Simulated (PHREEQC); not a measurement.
# Polishing slurry liquid: speciation

A solution holds 0.0032 mol/kgw H2SO4 and 0.00091 mol/kgw Al(NO3)3, at 65 °C. Closed to the air; pH follows from the charge balance.

Computed with PHREEQC (ion-association model, phreeqc.dat).

| Quantity | Value |
|---|---|
| pH | 2.33 |
| ionic strength | 0.00884 mol/kgw |
| total alkalinity | -6.40 meq/kg |

| species | molality | activity | log γ |
|---|---|---|---|
| H+ | 0.00519 | 0.00473 | -0.040 |
| NO3- | 0.00273 | 0.00245 | -0.047 |
| SO4-2 | 0.00134 | 0.000886 | -0.180 |
| HSO4- | 0.00122 | 0.00110 | -0.046 |
| AlSO4+ | 0.000602 | 0.000542 | -0.045 |
| Al+3 | 0.000283 | 0.000123 | -0.364 |

No solid was allowed to form. Species that the database lacks are ignored. Constants without temperature data keep their 25 °C values here.
